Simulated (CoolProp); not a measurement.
Vapour-liquid equilibrium of toluene (1) + n-octane (2) at 7.46 kPa; x and y are mole fractions of (1).

Computed with CoolProp (multi-fluid Helmholtz-energy mixture model, Lemmon 2006 and Beckmüller 2019; pair parameters Bell 2016).

Give the bubble temperature and the first vapour's composition at x = 0.05, 0.8, 0.95. Is there an azeotrope?

x = 0.05: 323.8 K, y = 0.117; x = 0.8: 312.9 K, y = 0.854; x = 0.95: 312.1 K, y = 0.959. No azeotrope shows between x = 0.05 and 0.95.

The pair parameters rest on a limited set of measurements; away from them the model extrapolates.
